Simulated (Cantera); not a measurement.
An isothermal plug-flow reactor at 950 K and 1.00 bar (inlet), inlet velocity 0.49 m/s, active area per volume 3700 1/m; feed 0.298 % CH₄, 9.27 % O₂, 90.4 % N₂, equivalence ratio 0.064.

Model: Deutschmann's 1995 Pt surface mechanism with GRI-Mech 3.0 gas chemistry, integrated in Cantera. Catalytic surfaces can have several steady states; this one follows from the mechanism file's or the stated starting coverage. Mass transfer to the wall is taken as infinitely fast.

One state of this run: x CH₄ = 0.000137; x O₂ = 0.0870; x H₂O = 0.00567; x CO₂ = 0.00284; x CO = 5.33e-8; θ free Pt = 0.153; θ O* = 0.846; θ OH* = 0.00147. x: gas mole fraction; θ: surface coverage.

Problem. Which value of z (m) does it belong to?
A) 0.002
B) 0.011
C) 0.02
D) 0.00036

Solution. B, 0.011
